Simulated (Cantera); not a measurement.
A perfectly stirred reactor is fed with CH4 : O2 : N2 : CO2 = 1 : 1.82 : 6.84 : 0.33 (molar parts), equivalence ratio 1.1, at 1000000 Pa; it is adiabatic with a 500 K inlet, and is followed from long to short residence time, starting on the burning branch (τ in s: 0.06, 0.033, 0.018, 0.0099, 0.0054, 0.003, 0.0016, 0.00089, 0.00049, 0.00027, 0.00015, 8.1e-05).

Cantera simulation using GRI-Mech 3.0 (53 species, 325 reactions); the numbers are that mechanism's predictions, not measurements.

x: mole fraction; the columns are a selection and need not sum to one.

```csv
τ (s),T (K),x CH4,x O2,x CO2,x C2H2,x H2O
0.060,2282,5.26e-6,0.000254,0.103,7.80e-9,0.187
0.033,2280,8.40e-6,0.000320,0.103,1.90e-8,0.187
0.018,2278,1.29e-5,0.000427,0.103,4.23e-8,0.186
0.0099,2274,…,…,0.102,…,0.186
0.0054,2269,2.75e-5,0.000834,0.102,1.57e-7,0.186
0.0030,2262,…,…,0.101,…,0.185
0.0016,2253,5.61e-5,0.00170,0.101,4.67e-7,0.185
0.00089,2240,8.00e-5,0.00238,0.0995,7.65e-7,0.184
0.00049,2225,0.000117,0.00332,0.0980,1.27e-6,0.183
0.00027,2204,0.000177,0.00459,0.0961,2.17e-6,0.181
0.00015,2178,0.000277,0.00630,0.0936,3.89e-6,0.180
8.1e-5,2143,0.000475,0.00887,0.0900,8.15e-6,0.178
```

Question: Some entries are withheld; supply them.

Answer: 
- 0.0099, x CH4: 1.90e-5
- 0.0099, x O2: 0.000589
- 0.0099, x C2H2: 8.46e-8
- 0.0030, x CH4: 3.88e-5
- 0.0030, x O2: 0.00118
- 0.0030, x C2H2: 2.71e-7
